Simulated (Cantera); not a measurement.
## Adiabatic ignition

An adiabatic, constant-pressure homogeneous reactor starts with 10.1 % CH₄, 0.818 % CO, 18.7 % O₂, 70.4 % N₂, equivalence ratio 1.1, at 1375 K and 390 Torr.

Detailed kinetics in Cantera: GRI-Mech 3.0 (53 species, 325 reactions).

| t (s) | T (K) | x CH₄ | x CO | x O₂ | x C₂H₂ | x HCO |
|---|---|---|---|---|---|---|
| 4.00e-6 | 1375 | 0.101 | 0.00818 | 0.187 | <1e-12 | <1e-12 |
| 8.66e-6 | 1375 | 0.101 | 0.00818 | 0.187 | <1e-12 | <1e-12 |
| 1.88e-5 | 1375 | 0.101 | 0.00818 | 0.187 | <1e-12 | <1e-12 |
| 4.06e-5 | 1375 | 0.101 | 0.00818 | 0.187 | <1e-12 | <1e-12 |
| 8.80e-5 | 1375 | 0.101 | 0.00818 | 0.187 | <1e-12 | <1e-12 |
| 0.000191 | 1375 | 0.101 | 0.00818 | 0.187 | <1e-12 | 2.07e-12 |
| 0.000413 | 1375 | 0.101 | 0.00818 | 0.187 | <1e-12 | 1.39e-11 |
| 0.000894 | 1375 | 0.101 | 0.00818 | 0.187 | 4.20e-11 | 1.42e-10 |
| 0.00194 | 1376 | 0.101 | 0.00818 | 0.187 | 2.34e-9 | 1.54e-9 |
| 0.00420 | 1381 | 0.0995 | 0.00833 | 0.186 | 9.09e-8 | 1.38e-8 |
| 0.00909 | 2637 | <1e-12 | 0.0530 | 0.0153 | <1e-12 | 3.54e-8 |
| 0.0197 | 2661 | <1e-12 | 0.0524 | 0.0126 | <1e-12 | 3.26e-8 |
| 0.0426 | 2661 | <1e-12 | 0.0525 | 0.0125 | <1e-12 | 3.26e-8 |
| 0.0923 | 2661 | <1e-12 | 0.0525 | 0.0125 | <1e-12 | 3.26e-8 |
| 0.200 | 2661 | <1e-12 | 0.0525 | 0.0125 | <1e-12 | 3.26e-8 |
x: mole fraction; the columns are a selection and need not sum to one.

| Property | Value |
|---|---|
| time of steepest temperature rise | 8.08 ms |
| temperature at 0.200 s | 2661 K |
| equilibrium temperature | 2661 K |
| x(CH₄) at 0.200 s | <1e-12 (gas-phase equilibrium <1e-12) |
| x(CO) at 0.200 s | 0.0525 (gas-phase equilibrium 0.0525) |
| x(O₂) at 0.200 s | 0.0125 (gas-phase equilibrium 0.0125) |
